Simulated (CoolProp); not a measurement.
A single-stage vapour-compression cycle with c-C4F8 (RC318): evaporating at 255.15 K (dew point), condensing at 319.15 K (bubble point), superheat 2 K, subcooling 8 K, compressor efficiency 0.7, no pressure losses. Each further row changes one setting.

Computed with CoolProp (reference Helmholtz-energy equation of state, Platzer 1990). This equation is an older, rougher fit; its heat capacities, sound speeds and derivatives of the liquid may be far off and weren't checked against measurements.

```json
[
 {"case": "as stated", "cooling COP": "1.87", "pressure ratio": "9.72", "discharge temperature (K)": "319.1", "refrigerating effect (kJ/kg)": "62.0", "volumetric capacity (kJ/m³)": "358"},
 {"case": "evaporating temperature 260.15 K", "cooling COP": "2.17", "pressure ratio": "7.75", "discharge temperature (K)": "319.1", "refrigerating effect (kJ/kg)": "65.4", "volumetric capacity (kJ/m³)": "466"},
 {"case": "condensing temperature 314.15 K", "cooling COP": "2.16", "pressure ratio": "8.45", "discharge temperature (K)": "314.1", "refrigerating effect (kJ/kg)": "67.7", "volumetric capacity (kJ/m³)": "391"},
 {"case": "subcooling 13 K", "cooling COP": "2.04", "pressure ratio": "9.72", "discharge temperature (K)": "319.1", "refrigerating effect (kJ/kg)": "67.7", "volumetric capacity (kJ/m³)": "391"},
 {"case": "superheat 12 K", "cooling COP": "1.96", "pressure ratio": "9.72", "discharge temperature (K)": "320.8", "refrigerating effect (kJ/kg)": "69.3", "volumetric capacity (kJ/m³)": "383"},
 {"case": "compressor efficiency 0.6", "cooling COP": "1.60", "pressure ratio": "9.72", "discharge temperature (K)": "319.1", "refrigerating effect (kJ/kg)": "62.0", "volumetric capacity (kJ/m³)": "358"}
]
```

The compression ends wet for: as stated; evaporating temperature 260.15 K; condensing temperature 314.15 K; subcooling 13 K; compressor efficiency 0.6.
